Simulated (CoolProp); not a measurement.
Vapour-liquid equilibrium of n-pentane (1) + acetone (2) at 356.8 K; x and y are mole fractions of (1).

Computed with CoolProp (multi-fluid Helmholtz-energy mixture model, Thol 2019 and Lemmon 2006; pair parameters Bell 2016).

| x | bubble pressure (bar) | y at the bubble point | dew pressure at overall composition x (bar) | liquid density (mol/L) |
|---|---|---|---|---|
| 0.05 | 2.874 | 0.193 | 2.504 | 11.94 |
| 0.125 | 3.411 | 0.354 | 2.687 | 11.42 |
| 0.2 | 3.784 | 0.446 | 2.894 | 10.94 |
| 0.275 | 4.043 | 0.506 | 3.130 | 10.49 |
| 0.35 | 4.223 | ? | 3.397 | 10.08 |
| 0.425 | 4.350 | 0.586 | 3.696 | 9.701 |
| 0.5 | ? | 0.617 | 4.015 | 9.353 |
| 0.575 | 4.503 | 0.647 | ? | 9.034 |
| 0.65 | 4.540 | 0.679 | 4.508 | 8.744 |
| 0.725 | 4.547 | 0.716 | 4.544 | 8.482 |
| 0.8 | 4.515 | 0.762 | 4.463 | 8.246 |
| 0.875 | ? | ? | 4.321 | 8.033 |
| 0.95 | 4.237 | 0.913 | 4.152 | 7.842 |

Q: Some entries are withheld; supply them.

A: 
- 0.35, y at the bubble point: 0.550
- 0.5, bubble pressure (bar): 4.441
- 0.575, dew pressure at overall composition x (bar): 4.314
- 0.875, bubble pressure (bar): 4.423
- 0.875, y at the bubble point: 0.824

y crosses x between x = 0.65 and 0.725: the model has an azeotrope there.

The pair parameters rest on a limited set of measurements; away from them the model extrapolates.
